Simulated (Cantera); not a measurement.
Input: 1 mol SiCl4, 0.73 mol Cl2, 0.35 mol H2, held at 1273.15 K and 0.130 bar.

Cantera equilibrium calculation (NASA polynomials, part measured and part estimated; ideal gas, pure solids and liquids). Candidate condensed phases: Si; 19 gas species. Rates play no part.

Base state: SiCl4 0.478, HCl 0.335, Cl2 0.176, Cl 0.0113 (mole fractions); condensed: gas only.

Problem. What changes in the equilibrium state with this change: temperature from 1273.15 K to 698 K?

Solution. 
```json
[
 {"species": "SiCl4", "before": "0.478", "after": "0.481"},
 {"species": "HCl", "before": "0.335", "after": "0.337"},
 {"species": "Cl2", "before": "0.176", "after": "0.183"},
 {"species": "Cl", "before": "0.0113", "after": "7.37e-7"}
]
```
